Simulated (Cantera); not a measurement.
A perfectly stirred reactor is fed with 3.23 % C3H8, 14.7 % O2, 69.1 % N2, 12.9 % CO2, at 3750 Torr; it is adiabatic with a 575 K inlet, and is followed from long to short residence time, starting on the burning branch (τ in s: 0.27, 0.09, 0.03, 0.0097, 0.0032, 0.0011, 0.00035, 0.00011, 3.7e-05).

Detailed kinetics in Cantera: GRI-Mech 3.0 (53 species, 325 reactions). GRI-Mech 3.0 was tuned for natural gas; its chemistry of propane as a main component is partial and can be far from experiment.

x: mole fraction; the columns are a selection and need not sum to one.

| τ (s) | T (K) | x C3H8 | x O2 | x CO2 | x OH | x H2O2 | x O | x HCN |
|---|---|---|---|---|---|---|---|---|
| 0.27 | 1977 | 9.24e-8 | 0.000200 | 0.191 | 0.000365 | 1.49e-8 | ? | 3.18e-7 |
| 0.090 | 1973 | 2.40e-7 | 0.000417 | 0.191 | 0.000532 | 3.02e-8 | ? | 5.10e-7 |
| 0.030 | 1965 | 6.03e-7 | 0.000845 | 0.190 | 0.000763 | 5.81e-8 | ? | 7.76e-7 |
| 0.0097 | 1951 | 1.51e-6 | 0.00166 | 0.188 | 0.00107 | 1.07e-7 | ? | 1.15e-6 |
| 0.0032 | 1928 | 3.62e-6 | 0.00303 | 0.185 | 0.00145 | 1.83e-7 | ? | 1.64e-6 |
| 0.0011 | 1896 | 8.35e-6 | 0.00510 | 0.181 | 0.00183 | 2.94e-7 | ? | 2.26e-6 |
| 0.00035 | 1844 | 2.16e-5 | 0.00852 | 0.175 | 0.00213 | 4.69e-7 | 0.000467 | 3.19e-6 |
| 0.00011 | 1752 | 8.02e-5 | 0.0158 | 0.164 | 0.00173 | 7.30e-7 | 0.000492 | 4.59e-6 |
| 3.7e-5 | 575 | 0.0323 | 0.147 | 0.129 | <1e-12 | <1e-12 | <1e-12 | <1e-12 |

### Question
Complete the blanks.

### Answer

- 0.27, x O: 8.69e-6
- 0.090, x O: 1.88e-5
- 0.030, x O: 3.96e-5
- 0.0097, x O: 8.22e-5
- 0.0032, x O: 0.000161
- 0.0011, x O: 0.000287
